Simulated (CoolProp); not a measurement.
Vapour-liquid equilibrium of R13 (1) + R113 (2) at 266.1 K; x and y are mole fractions of (1).

Values from CoolProp's multi-fluid Helmholtz-energy mixture model, Platzer 1990 and Marx 1992; pair parameters Bell 2016. This equation is an older, rougher fit; its heat capacities, sound speeds and derivatives of the liquid may be far off and weren't checked against measurements.

Task: Give the bubble pressure and the first vapour's composition at x = 0.15, 0.55, 0.95. Is there an azeotrope?

Result: x = 0.15: 3.122 bar, y = 0.966; x = 0.55: 9.387 bar, y = 0.990; x = 0.95: 15.32 bar, y = 0.998. No azeotrope shows between x = 0.05 and 0.95.

The pair parameters rest on a limited set of measurements; away from them the model extrapolates. The gap from Raoult's law changes sign with composition, which may be real or a fault of the pair parameters; it wasn't checked against measurements.
